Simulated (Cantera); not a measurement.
Standard-state values (1 bar) from the NASA 1993 polynomials, evaluated with Cantera. Values are per mole of reaction as written; species without (g) are pure solids or liquids, kept so even where they would boil at 1 bar.

P4O10 + 10 NO(g) = P4(g) + 10 NO2(g), with ΔH° = 2498.0 kJ and ΔS° = 345.0 J/K at 300 K.

### Question
How far is the shortcut ΔG° ≈ ΔH°(300 K) − T·ΔS°(300 K) from the full temperature-dependent value at 375, 425, 475, 525, 575, 625, 675 K?

### Answer
```json
[
 {"T (K)": "375", "shortcut (kJ)": "2368.6", "full (kJ)": "2369.3", "difference (kJ)": "-0.6", "difference in log10 K": "0.09"},
 {"T (K)": "425", "shortcut (kJ)": "2351.4", "full (kJ)": "2353.1", "difference (kJ)": "-1.7", "difference in log10 K": "0.21"},
 {"T (K)": "475", "shortcut (kJ)": "2334.1", "full (kJ)": "2337.5", "difference (kJ)": "-3.3", "difference in log10 K": "0.37"},
 {"T (K)": "525", "shortcut (kJ)": "2316.9", "full (kJ)": "2322.3", "difference (kJ)": "-5.4", "difference in log10 K": "0.54"},
 {"T (K)": "575", "shortcut (kJ)": "2299.6", "full (kJ)": "2307.6", "difference (kJ)": "-7.9", "difference in log10 K": "0.72"},
 {"T (K)": "625", "shortcut (kJ)": "2282.4", "full (kJ)": "2293.3", "difference (kJ)": "-10.9", "difference in log10 K": "0.91"},
 {"T (K)": "675", "shortcut (kJ)": "2265.1", "full (kJ)": "2279.5", "difference (kJ)": "-14.3", "difference in log10 K": "1.11"}
]
```
The shortcut ignores the heat-capacity change of the reaction.
